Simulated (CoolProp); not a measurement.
Nitrogen along the isotherm -41.95 °C: density (kg/m³) from the reference equation and from simpler models built on Tc = -147.0 °C, pc = 3.396 MPa, ω = 0.037; each cubic takes its own stable root.

Computed with CoolProp (reference Helmholtz-energy equation of state, Span 2000).

```tsv
p (MPa)	phase	reference
0.107	gas	1.561
0.162	gas	2.365
0.244	gas	3.566
0.369	gas	5.400
0.556	gas	8.155
0.839	gas	12.35
1.27	gas	18.78
1.91	gas	28.44
2.88	gas	43.30
4.35	supercritical	66.30
6.56	supercritical	101.6
9.89	supercritical	155.3
14.9	supercritical	231.9
22.5	supercritical	327.6
34	supercritical	427.3
```

Problem. How far does each simpler model (ideal gas, van der Waals, Peng-Robinson) lie from the reference over these 15 states: mean and median of the absolute difference, and the worst?

Solution. 
- ideal gas: mean 3.3 %, median 1.4 %, worst +16.0 % at -41.95 °C and 34 MPa
- van der Waals: mean 2.0 %, median 0.7 %, worst +6.0 % at -41.95 °C and 9.89 MPa
- Peng-Robinson: mean 1.5 %, median 0.8 %, worst +6.5 % at -41.95 °C and 34 MPa
